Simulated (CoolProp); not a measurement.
Saturation properties of methanol (Tc = 513.4 K, pc = 8.216 MPa, ω = 0.565).

Values from CoolProp's reference Helmholtz-energy equation of state, de Reuck 1993.

| T (K) | p (MPa) | enthalpy of vaporisation (kJ/kg) | liquid cp (kJ/(kg K)) | vapour Z | surface tension (mN/m) |
|---|---|---|---|---|---|
| 259.7 | 0.001654 | 1223 | 2.346 | 0.9907 | 25.5 |
| 284 | 0.007815 | … | 2.454 | 0.9823 | 23.3 |
| 308.4 | 0.02836 | 1153 | 2.601 | 0.9698 | … |
| 332.7 | 0.08318 | 1110 | 2.784 | 0.9519 | 19.2 |
| 357 | 0.2074 | 1061 | 3.003 | 0.9263 | 17.1 |
| 381.4 | 0.4558 | 1000 | 3.261 | … | 14.8 |
| 405.7 | 0.9004 | 925.5 | 3.569 | 0.8403 | 12.3 |
| 430 | 1.637 | 831.5 | 3.962 | … | 9.66 |
| 454.4 | 2.787 | 717.7 | 4.530 | 0.6919 | 6.79 |
| 478.7 | 4.464 | 587.7 | 5.626 | 0.6060 | 3.80 |
| 503.1 | 6.886 | 346.4 | 11.86 | 0.4258 | 0.905 |

Task: Fill in the missing entries.

Result: 
- 284, enthalpy of vaporisation (kJ/kg): 1190
- 308.4, surface tension (mN/m): 21.3
- 381.4, vapour Z: 0.8902
- 430, vapour Z: 0.7726

It boils at 337.6 K under 1 atm.

Surface tension comes from a separate correlation (Mulero 2012).
